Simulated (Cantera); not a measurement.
Charge: 1 mol Si, 0.73 mol Br2, at 0.100 bar.

These are equilibrium values from Cantera (NASA tables, ideal gas, pure condensed phases), not measurements of a reactor. Candidate condensed phases: Br2, Si; 9 gas species. The tables' values for SiBr3 are old estimates; treat these amounts as uncertain. Rates play no part.

x: gas mole fraction; n: condensed amount in mol.

```csv
T (K),x SiBr4,x SiBr2,x SiBr3,x Br,x Br2,n Si(s)
825,1.000,0.000119,0.000307,3.51e-9,5.50e-12,0.635
850,0.999,0.000227,0.000487,8.87e-9,1.52e-11,0.635
875,0.999,…,0.000752,…,…,0.635
900,0.998,…,0.00113,…,…,0.635
925,0.997,0.00128,0.00167,1.06e-7,2.31e-10,0.635
950,0.995,0.00215,0.00241,2.22e-7,5.18e-10,0.634
975,0.993,0.00349,0.00340,4.48e-7,1.12e-9,0.634
1000,0.990,0.00554,0.00472,8.72e-7,2.31e-9,0.634
1025,0.985,0.00858,0.00644,1.64e-6,4.62e-9,0.633
1050,0.978,0.0130,0.00864,3.00e-6,8.92e-9,0.632
```

Some entries are withheld; supply them.


- 875, x SiBr2: 0.000418
- 875, x Br: 2.12e-8
- 875, x Br2: 3.97e-11
- 900, x SiBr2: 0.000745
- 900, x Br: 4.85e-8
- 900, x Br2: 9.80e-11
